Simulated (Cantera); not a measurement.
## Ignition delay

Mixture: 4.34 % C3H8, 12.8 % O2, 82.9 % N2, equivalence ratio 1.7, at 20300 Torr, adiabatic and at constant volume. Ignition delay is the time to a rise of 400 K.

Cantera simulation using GRI-Mech 3.0 (53 species, 325 reactions); the numbers are that mechanism's predictions, not measurements. GRI-Mech 3.0 was tuned for natural gas; its chemistry of propane as a main component is partial and can be far from experiment. The pressure lies above the range GRI-Mech 3.0 was tuned for (to about 10 atm).

| T0 (K) | delay (ms) |
|---|---|
| 1148 | 2.84 |
| 1223 | 0.778 |
| 1298 | 0.227 |
| 1373 | 0.0738 |
| 1448 | 0.0274 |
| 1523 | 0.0116 |

apparent activation energy between 1373 and 1523 K: 210 kJ/mol
